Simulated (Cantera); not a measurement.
Input: 1 mol SiO2, 5.8 mol CH4, 0.25 mol N2, at 1125 °C and 3.80 mbar.

Method: chemical equilibrium by Gibbs-energy minimisation in Cantera with the NASA 1993 tables (ideal gas, pure condensed phases). Candidate condensed phases: C, C6H6, C7H8, C8H18, H2O, Si, SiC, SiO2, Si2N2O, Si3N4; 151 gas species. Equilibrium is a limit: real reactors are often held back by kinetics, nucleation or transport.

Base state: H2 0.837, CO 0.144, N2 0.0180, SiO 0.000179, H 7.02e-5, HCN 6.00e-5, CH4 1.16e-5 (mole fractions); condensed: C(graphite) + SiC(s).

Q: What changes in the equilibrium state with this change: CH4 from 5.8 to 1.3 mol?

A: 
| species | before | after |
|---|---|---|
| H2 | 0.837 | 0.698 |
| CO | 0.144 | 0.299 |
| SiO | 0.000179 | 0.00193 |
| N2 | 0.0180 | 0.00110 |
| HCN | 6.00e-5 | 5.92e-6 |
| CH4 | 1.16e-5 | 3.54e-6 |
| C(graphite), mol | 2.80 | 0 |
| SiC(s), mol | 0.998 | 0.185 |
| SiO2(β-quartz), mol | 0 | 0.316 |
| Si2N2O(s), mol | 0 | 0.246 |
N2 is the only nitrogen source here; it is nearly inert below about 1500 K, so the nitride shown seldom forms there in practice. Mutual solubility and eutectic melting of coexisting phases are not modelled. The tables hold silica as quartz up to 1696 K and as liquid above; real silica turns to tridymite and cristobalite and melts near 1996 K.
